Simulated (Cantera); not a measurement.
**Roasting and sulfation: MgO + H2S + N2**

Input: 1 mol MgO, 0.21 mol H2S, 36 mol N2, at 7.50 Torr.

Method: chemical equilibrium by Gibbs-energy minimisation in Cantera with the NASA 1993 tables (ideal gas, pure condensed phases). Candidate condensed phases: H2O, H2SO4, Mg, MgO, Mg(OH)2, MgS, MgSO4, S; 43 gas species. Mutual solubility and eutectic melting of coexisting phases are not modelled. Gases not in the tables: S3 to S7. Rates play no part.

From 1148 K to 1448 K the condensed part is MgO(s) + MgS(s). From 1548 K to 1848 K the condensed part is MgO(s).

```
T (K)   x N2     x H2     x S2      x Mg     x H2S     x H2O       x S  n MgO(s)  n MgS(s)
-----  -----  -------  -------  --------  --------  --------  --------  --------  --------
1148   0.992  0.00491  0.00245  5.33e-11  0.000816   5.74e-5   9.78e-8     0.998   0.00209
1248   0.992  0.00531  0.00265   5.05e-9  0.000430   4.00e-5   6.26e-7     0.999   0.00146
1348   0.991  0.00550  0.00274   2.45e-7  0.000237   2.80e-5   3.00e-6     0.999   0.00101
1448   0.991  0.00559  0.00278   6.94e-6  0.000139   2.01e-5   1.15e-5     0.999  0.000487
1548   0.991  0.00560  0.00279   4.43e-5   8.58e-5   4.23e-5   3.69e-5     0.998         0
1648   0.991  0.00552  0.00275  0.000144   5.47e-5  0.000124  0.000102     0.995         0
1748   0.991  0.00529  0.00262  0.000429   3.51e-5  0.000298  0.000247     0.984         0
1848   0.989  0.00490  0.00227   0.00122   2.16e-5  0.000580  0.000516     0.955         0
```
x: gas mole fraction; n: condensed amount in mol.
